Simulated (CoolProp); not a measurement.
Vapour-liquid equilibrium of propylene (1) + cyclohexane (2) at 326.8 K; x and y are mole fractions of (1).

Values from CoolProp's multi-fluid Helmholtz-energy mixture model, Lemmon 2013 and Zhou 2014; pair parameters Bell 2016.

| x | bubble pressure (kPa) | y at the bubble point | dew pressure at overall composition x (kPa) | liquid density (mol/L) |
|---|---|---|---|---|
| 0.05 | 157.5 | 0.739 | 43.66 | 9.004 |
| 0.2 | 487.2 | 0.919 | 51.86 | 9.417 |
| 0.35 | 795.8 | 0.953 | 63.82 | 9.838 |
| 0.5 | 1093 | 0.969 | 82.87 | 10.25 |
| 0.65 | 1388 | 0.979 | 118.1 | 10.62 |
| 0.8 | 1699 | 0.987 | 204.9 | 10.88 |
| 0.95 | 2066 | 0.996 | 750.8 | 10.85 |

No azeotrope shows between x = 0.05 and 0.95.

Pair parameters are fitted to limited data, so mixtures are less certain than the pure fluids. The gap from Raoult's law changes sign with composition, which may be real or a fault of the pair parameters; it wasn't checked against measurements.
